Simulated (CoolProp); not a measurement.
Vapour-liquid equilibrium of sulfur dioxide (1) + toluene (2) at 4.85 °C; x and y are mole fractions of (1).

Computed with CoolProp (multi-fluid Helmholtz-energy mixture model, Gao 2016 and Lemmon 2006; pair parameters Bell 2016).

| x | bubble pressure (MPa) | y at the bubble point | dew pressure at overall composition x (MPa) | liquid density (mol/L) |
|---|---|---|---|---|
| 0.05 | 0.007886 | 0.852 | 0.001289 | 9.880 |
| 0.125 | 0.02002 | 0.946 | ___ | 10.39 |
| 0.2 | 0.03416 | 0.971 | 0.001528 | 10.95 |
| 0.275 | 0.04959 | 0.982 | 0.001685 | 11.55 |
| 0.35 | 0.06557 | 0.988 | ___ | 12.21 |
| 0.425 | 0.08150 | 0.992 | 0.002117 | 12.94 |
| 0.5 | 0.09694 | 0.994 | 0.002429 | 13.74 |
| 0.575 | 0.1117 | 0.995 | 0.002849 | ___ |
| 0.65 | 0.1257 | 0.997 | 0.003445 | 15.60 |
| 0.725 | 0.1391 | 0.997 | 0.004355 | 16.70 |
| 0.8 | 0.1523 | 0.998 | 0.005920 | 17.94 |
| 0.875 | 0.1656 | 0.999 | 0.009250 | 19.36 |
| 0.95 | 0.1793 | 1.000 | 0.02128 | 20.98 |

**Question.** Some entries are withheld; supply them.

**Answer.** 
- 0.125, dew pressure at overall composition x (MPa): 0.001399
- 0.35, dew pressure at overall composition x (MPa): 0.001876
- 0.575, liquid density (mol/L): 14.62

No azeotrope shows between x = 0.05 and 0.95.

Pair parameters are fitted to limited data, so mixtures are less certain than the pure fluids. The gap from Raoult's law changes sign with composition, which may be real or a fault of the pair parameters; it wasn't checked against measurements.
